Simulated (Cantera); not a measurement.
Charge: 1 mol C₂H₄, 0.15 mol H₂O, 14 mol H₂, held at 325 °C.

These are equilibrium values from Cantera (NASA tables, ideal gas, pure condensed phases), not measurements of a reactor. Candidate condensed phases: C, C₆H₆, C₇H₈, C₈H₁₈, H₂O; 110 gas species. The ideal-gas law is rough above about 30 bar. Equilibrium is a limit: real reactors are often held back by kinetics, nucleation or transport.

Question: Which condensed phases are stable at each of these points (P (Pa)): 10, 100, 1000, 10000, 100000, 1000000, 10000000?

Answer: 
| P (Pa) | condensed phases | C condensed (%) |
|---|---|---|
| 10 | C(graphite) | 89.8 |
| 100 | C(graphite) | 38.2 |
| 1000 | gas only | 0.0 |
| 10000 | gas only | 0.0 |
| 100000 | gas only | 0.0 |
| 1000000 | gas only | 0.0 |
| 10000000 | gas only | 0.0 |

From 10.0 Pa to 100 Pa the condensed part is C(graphite). From 1000 Pa to 1.00e7 Pa nothing is condensed.
